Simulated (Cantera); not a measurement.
A closed system holds: 1 mol Fe₂O₃, 2.3 mol SO₃, a varied amount of N₂, at 4.20 bar.

Points: T (K) = 823, 873, 923, 973, 1023, 1073, 1123, 1173, 1223, 1273, 1323, 1373; n(N2) (mol) = 6, 11, 15, 19, 24, 28, 33.

Cantera's Mixture.equilibrate('TP', solver="vcs", rtol=1e-11, max_steps=5000) on the NASA tables stopped like this:

```
*******************************************************************************
CanteraError thrown by VCS_SOLVE::solve_tp_inner:
vcs_solve_TP: ERROR on step change wt[14:Fe3O4(s)]: -6.938893903907228e-18 < 0.0
*******************************************************************************
```

Task: What got this run through?

Result: This is not unique; one that fits is The failure is numerical, not chemical. The same input converged with solver="gibbs", rtol=1e-10, max_steps=50000, and the result passed a check of the equilibrium conditions:
```
    823          6  Fe2O3(s) + Fe2S3O12(s)
    823         11  Fe2O3(s) + Fe2S3O12(s)
    823         15  Fe2O3(s) + Fe2S3O12(s)
    823         19  Fe2O3(s) + Fe2S3O12(s)
    823         24  Fe2O3(s) + Fe2S3O12(s)
    823         28  Fe2O3(s) + Fe2S3O12(s)
    823         33  Fe2O3(s) + Fe2S3O12(s)
    873          6  Fe2O3(s) + Fe2S3O12(s)
    873         11  Fe2O3(s) + Fe2S3O12(s)
    873         15  Fe2O3(s) + Fe2S3O12(s)
    873         19  Fe2O3(s) + Fe2S3O12(s)
    873         24  Fe2O3(s) + Fe2S3O12(s)
    873         28  Fe2O3(s) + Fe2S3O12(s)
    873         33  Fe2O3(s) + Fe2S3O12(s)
    923          6  Fe2O3(s) + Fe2S3O12(s)
    923         11  Fe2O3(s) + Fe2S3O12(s)
    923         15  Fe2O3(s) + Fe2S3O12(s)
    923         19  Fe2O3(s) + Fe2S3O12(s)
    923         24  Fe2O3(s) + Fe2S3O12(s)
    923         28  Fe2O3(s) + Fe2S3O12(s)
    923         33  Fe2O3(s) + Fe2S3O12(s)
    973          6  Fe2O3(s) + Fe2S3O12(s)
    973         11  Fe2O3(s) + Fe2S3O12(s)
    973         15  Fe2O3(s) + Fe2S3O12(s)
    973         19  Fe2O3(s) + Fe2S3O12(s)
    973         24  Fe2O3(s)
    973         28  Fe2O3(s)
    973         33  Fe2O3(s)
   1023          6  Fe2O3(s)
   1023         11  Fe2O3(s)
   1023         15  Fe2O3(s)
   1023         19  Fe2O3(s)
   1023         24  Fe2O3(s)
   1023         28  Fe2O3(s)
   1023         33  Fe2O3(s)
   1073          6  Fe2O3(s)
   1073         11  Fe2O3(s)
   1073         15  Fe2O3(s)
   1073         19  Fe2O3(s)
   1073         24  Fe2O3(s)
   1073         28  Fe2O3(s)
   1073         33  Fe2O3(s)
   1123          6  Fe2O3(s)
   1123         11  Fe2O3(s)
   1123         15  Fe2O3(s)
   1123         19  Fe2O3(s)
   1123         24  Fe2O3(s)
   1123         28  Fe2O3(s)
   1123         33  Fe2O3(s)
   1173          6  Fe2O3(s)
   1173         11  Fe2O3(s)
   1173         15  Fe2O3(s)
   1173         19  Fe2O3(s)
   1173         24  Fe2O3(s)
   1173         28  Fe2O3(s)
   1173         33  Fe2O3(s)
   1223          6  Fe2O3(s)
   1223         11  Fe2O3(s)
   1223         15  Fe2O3(s)
   1223         19  Fe2O3(s)
   1223         24  Fe2O3(s)
   1223         28  Fe2O3(s)
   1223         33  Fe2O3(s)
   1273          6  Fe2O3(s)
   1273         11  Fe2O3(s)
   1273         15  Fe2O3(s)
   1273         19  Fe2O3(s)
   1273         24  Fe2O3(s)
   1273         28  Fe2O3(s)
   1273         33  Fe2O3(s)
   1323          6  Fe2O3(s)
   1323         11  Fe2O3(s)
   1323         15  Fe2O3(s)
   1323         19  Fe2O3(s)
   1323         24  Fe2O3(s)
   1323         28  Fe2O3(s)
   1323         33  Fe2O3(s)
   1373          6  Fe2O3(s)
   1373         11  Fe2O3(s)
   1373         15  Fe2O3(s)
   1373         19  Fe2O3(s)
   1373         24  Fe2O3(s)
   1373         28  Fe2O3(s)
   1373         33  Fe2O3(s)
```

The gas is ideal and each condensed phase is pure.
